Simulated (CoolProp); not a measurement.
Computed with CoolProp (reference Helmholtz-energy equation of state, Lemmon 2006). It is a short technical equation, of lower accuracy than the large ones.

Question: Give the vapour pressure (kPa), vapour density (kg/m³), enthalpy of vaporisation (kJ/kg), surface tension (mN/m) of saturated R141b at 288.4, 298.4 K.

Answer: 
```csv
T (K),p (kPa),vapour density (kg/m³),enthalpy of vaporisation (kJ/kg),surface tension (mN/m)
288.4,53.9,2.70,231,19.4
298.4,79.3,3.87,226,18.2
```

Surface tension comes from a separate correlation (Mulero 2012).
